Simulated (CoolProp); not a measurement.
Ammonia at 419.25 K and 4.01 MPa flows at 4.2 m/s in a round tube of 100 mm bore and 1.5 µm roughness, fully developed (64/Re and Nu = 3.66 if laminar; Colebrook and Gnielinski if turbulent). Each further row changes one setting.

The numbers come from the reference Helmholtz-energy equation of state, Gao 2020 in CoolProp.

```json
[
 {"case": "as stated", "Reynolds number": "…", "Darcy friction factor": "0.0128", "pressure drop (Pa/m)": "…", "heat-transfer coefficient (W/(m² K))": "…", "mass flow (kg/h)": "2660"},
 {"case": "velocity 8.4 m/s", "Reynolds number": "1280000", "Darcy friction factor": "…", "pressure drop (Pa/m)": "91.3", "heat-transfer coefficient (W/(m² K))": "…", "mass flow (kg/h)": "5320"},
 {"case": "diameter 200 mm", "Reynolds number": "1280000", "Darcy friction factor": "…", "pressure drop (Pa/m)": "…", "heat-transfer coefficient (W/(m² K))": "…", "mass flow (kg/h)": "10600"}
]
```

### Question
What belongs in the gaps?

### Answer

- as stated, Reynolds number: 638000
- as stated, pressure drop (Pa/m): 25.4
- as stated, heat-transfer coefficient (W/(m² K)): 456
- velocity 8.4 m/s, Darcy friction factor: 0.0116
- velocity 8.4 m/s, heat-transfer coefficient (W/(m² K)): 822
- diameter 200 mm, Darcy friction factor: 0.0114
- diameter 200 mm, pressure drop (Pa/m): 11.2
- diameter 200 mm, heat-transfer coefficient (W/(m² K)): 404

Viscosity comes from a separate model (Fenghour 1995). Thermal conductivity comes from a separate model (Tufeu 1984).
